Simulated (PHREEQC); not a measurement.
Synthetic water in mg/kgw, 25 °C, pH 5.92, pe 11.7:

```
constituent          mg/kgw
------------------  -------
Na                     1.96
K                     0.243
Ca                    0.994
Mg                    0.168
Cl                     3.53
S(6) as SO4           0.273
Alkalinity as HCO3     3.18
Pb                   0.0203
F                   0.00102
```

Valence states are taken as typed.

All values are PHREEQC results (ion-association model, wateq4f.dat), not measurements.

Each row changes one thing in this solution. This is a speciation only: nothing precipitates in the calculation.

```
case                                         CO2 (mol/kgw)  CaHCO3+ (mol/kgw)  CaSO4 (mol/kgw)  MgSO4 (mol/kgw)  PbCO3 (mol/kgw)  CO3-2 (mol/kgw)  SI of Cerrusite (PbCO3)  SI of Pb(OH)2 (Pb(OH)2)
-------------------------------------------  -------------  -----------------  ---------------  ---------------  ---------------  ---------------  -----------------------  -----------------------
as made                                           0.000142            1.58e-8          1.23e-8          4.02e-9          2.99e-9          2.18e-9                    -2.63                    -3.39
Ca from 0.994 to 1.99 mg/kgw                      0.000141            3.14e-8          2.41e-8          3.95e-9          2.96e-9          2.19e-9                    -2.64                    -3.39
pH from 5.92 to 6.22 at the same alkalinity            [?]            1.56e-8          1.23e-8          4.02e-9          5.65e-9          4.30e-9                    -2.36                    -2.80
S(6) from 0.273 to 0.819 mg/kgw                   0.000142            1.58e-8          3.67e-8              [?]          2.97e-9          2.18e-9                    -2.64                    -3.39
```

Problem. Complete the blanks.

Solution. 
- pH from 5.92 to 6.22 at the same alkalinity, CO2 (mol/kgw): 7.02e-5
- S(6) from 0.273 to 0.819 mg/kgw, MgSO4 (mol/kgw): 1.20e-8
